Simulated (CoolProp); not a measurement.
A single-stage vapour-compression cycle with nitrous oxide: evaporating at 200.15 K (dew point), condensing at 228.15 K (bubble point), superheat 0 K, subcooling 8 K, compressor efficiency 0.85, no pressure losses. Each further row changes one setting.

The numbers come from the reference Helmholtz-energy equation of state, Lemmon 2006 in CoolProp. It is a short technical equation, of lower accuracy than the large ones.

| case | cooling COP | pressure ratio | discharge temperature (K) | refrigerating effect (kJ/kg) | volumetric capacity (kJ/m³) |
|---|---|---|---|---|---|
| as stated | (withheld) | 3.33 | 276.5 | 321 | 2100 |
| evaporating temperature 205.15 K | 7.00 | 2.61 | 265.8 | (withheld) | 2650 |
| condensing temperature 223.15 K | (withheld) | 2.75 | 263.3 | 330 | 2160 |
| subcooling 13 K | 5.62 | 3.33 | 276.5 | 330 | 2160 |
| superheat 10 K | (withheld) | 3.33 | (withheld) | 329 | 2030 |
| compressor efficiency 0.75 | 4.82 | 3.33 | 284.9 | 321 | 2100 |

### Question
Fill in the missing entries.

### Answer

- as stated, cooling COP: 5.47
- evaporating temperature 205.15 K, refrigerating effect (kJ/kg): 323
- condensing temperature 223.15 K, cooling COP: 6.83
- superheat 10 K, cooling COP: 5.31
- superheat 10 K, discharge temperature (K): 289.4
